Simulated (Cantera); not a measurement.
Feed: 1 mol SiHCl₃, 0.015 mol Cl₂, 5.3 mol H₂, 0.02 mol HCl, at 16.0 mbar.

Method: chemical equilibrium by Gibbs-energy minimisation in Cantera with the NASA 1993 tables (ideal gas, pure condensed phases). Candidate condensed phases: Si; 19 gas species. The tables' values for SiCl₃ are old estimates; treat these amounts as uncertain. Rates play no part.

x: gas mole fraction; n: condensed amount in mol.

```csv
T (°C),x H₂,x HCl,x SiCl₄,x SiCl₂,x SiHCl₃,x SiCl₃,n Si(s)
600,0.871,0.00917,0.0984,0.000122,0.0200,0.000453,0.217
675,0.864,0.0196,0.0953,0.000677,0.0189,0.00138,0.233
750,0.850,___,0.0888,___,___,0.00345,0.253
825,0.829,0.0617,0.0770,0.00933,0.0151,0.00715,0.271
900,0.800,___,___,___,___,0.0120,0.271
975,0.767,0.123,0.0359,0.0497,0.00786,0.0157,0.237
1050,0.740,0.146,0.0164,0.0785,0.00423,0.0154,0.182
```

Q: What belongs in the gaps?

A: 
- 900, x HCl: 0.0926
- 900, x SiCl₄: 0.0586
- 900, x SiCl₂: 0.0243
- 900, x SiHCl₃: 0.0118
- 750, x HCl: 0.0368
- 750, x SiCl₂: 0.00284
- 750, x SiHCl₃: 0.0173
